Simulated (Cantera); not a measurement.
An adiabatic, constant-volume homogeneous reactor starts with H₂ : O₂ : N₂ : NO = 1 : 0.417 : 1.57 : 0.0044 (molar parts), at 1475 K and 1000000 Pa. Integrator tolerance rtol = 1e-08.

Cantera simulation using GRI-Mech 3.0 (53 species, 325 reactions); the numbers are that mechanism's predictions, not measurements. The hydrogen kinetics of GRI-Mech 3.0 are dated; newer H2 mechanisms differ, most at raised pressure. Above 3000 K some thermodynamic fits are extrapolated.

Problem. What does this change do: O2 0.417 to 0.53 parts?

Solution. 
| quantity | before | after |
|---|---|---|
| time of steepest temperature rise | 1.59 µs | 1.38 µs |
| temperature at 0.400 s | 3258 K | 3301 K |
| equilibrium temperature | 3258 K | 3301 K |
| x(H₂) at 0.400 s | 0.0853 (gas-phase equilibrium 0.0853) | 0.0518 (gas-phase equilibrium 0.0518) |
| x(O₂) at 0.400 s | 0.00491 (gas-phase equilibrium 0.00491) | 0.0189 (gas-phase equilibrium 0.0189) |
| x(NO) at 0.400 s | 0.00842 (gas-phase equilibrium 0.00842) | 0.0169 (gas-phase equilibrium 0.0169) |
| x(N₂) at 0.400 s | 0.584 (gas-phase equilibrium 0.584) | 0.562 (gas-phase equilibrium 0.562) |
| x(NO₂) at 0.400 s | 2.80e-6 (gas-phase equilibrium 2.80e-6) | 1.08e-5 (gas-phase equilibrium 1.08e-5) |
| x(N₂O) at 0.400 s | 1.85e-6 (gas-phase equilibrium 1.85e-6) | 3.67e-6 (gas-phase equilibrium 3.67e-6) |
| x(H₂O) at 0.400 s | 0.265 (gas-phase equilibrium 0.265) | 0.281 (gas-phase equilibrium 0.281) |

Problem. What does this change do: constant pressure in place of constant volume?

Solution. 
```csv
quantity,before,after
time of steepest temperature rise,1.59 µs,1.64 µs
temperature at 0.400 s,3258 K,3061 K
equilibrium temperature,3258 K,3061 K
x(H₂) at 0.400 s,0.0853 (gas-phase equilibrium 0.0853),0.0792 (gas-phase equilibrium 0.0792)
x(O₂) at 0.400 s,0.00491 (gas-phase equilibrium 0.00491),0.00378 (gas-phase equilibrium 0.00378)
x(NO) at 0.400 s,0.00842 (gas-phase equilibrium 0.00842),0.00598 (gas-phase equilibrium 0.00598)
x(N₂) at 0.400 s,0.584 (gas-phase equilibrium 0.584),0.591 (gas-phase equilibrium 0.591)
x(NO₂) at 0.400 s,2.80e-6 (gas-phase equilibrium 2.80e-6),1.41e-6 (gas-phase equilibrium 1.41e-6)
x(N₂O) at 0.400 s,1.85e-6 (gas-phase equilibrium 1.85e-6),9.30e-7 (gas-phase equilibrium 9.30e-7)
x(H₂O) at 0.400 s,0.265 (gas-phase equilibrium 0.265),0.280 (gas-phase equilibrium 0.280)
```
